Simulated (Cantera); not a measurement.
## Hydrocarbon pyrolysis for carbon deposition

An isothermal, constant-pressure homogeneous reactor starts with C₂H₆ : H₂ = 1 : 94 (molar parts), at 1325 K and 0.563 Torr.

Cantera simulation using GRI-Mech 3.0 (53 species, 325 reactions); the numbers are that mechanism's predictions, not measurements. GRI-Mech 3.0 stops at C3 and has no aromatics, soot or wall deposition, so with more carbon than oxygen in the feed, carbon stays in small species such as C2H2 where larger ones or solid carbon would form. Radical loss at walls, strong at low pressure, is not modelled.

| t (s) | x C₂H₆ | x H₂ | x C₂H | x CH₂ | x C₂H₂ |
|---|---|---|---|---|---|
| 3.00e-6 | 0.0105 | 0.989 | <1e-12 | <1e-12 | <1e-12 |
| 1.02e-5 | 0.0105 | 0.989 | <1e-12 | <1e-12 | <1e-12 |
| 3.44e-5 | 0.0105 | 0.989 | <1e-12 | <1e-12 | <1e-12 |
| 0.000116 | 0.0105 | 0.989 | <1e-12 | <1e-12 | <1e-12 |
| 0.000393 | 0.0105 | 0.989 | <1e-12 | <1e-12 | <1e-12 |
| 0.00133 | 0.0105 | 0.989 | <1e-12 | 4.01e-12 | <1e-12 |
| 0.00451 | 0.0105 | 0.989 | <1e-12 | 1.15e-10 | 1.37e-10 |
| 0.0152 | 0.0103 | 0.989 | <1e-12 | 1.45e-9 | 6.38e-8 |
| 0.0516 | 0.00825 | 0.988 | 1.20e-12 | 2.03e-8 | 8.84e-6 |
| 0.175 | 0.00118 | 0.984 | 1.19e-10 | 5.53e-8 | 0.000380 |
| 0.591 | 1.81e-6 | 0.984 | 3.50e-10 | 1.46e-8 | 0.00185 |
| 2.00 | 1.88e-7 | 0.984 | 3.05e-10 | 3.44e-9 | 0.00336 |
x: mole fraction; the columns are a selection and need not sum to one.

Equilibrium at this temperature and pressure: C₂H₆ 4.43e-10, H₂ 0.989, C₂H 3.33e-10, CH₂ 2.45e-11, C₂H₂ 0.0100 (gas phase only).
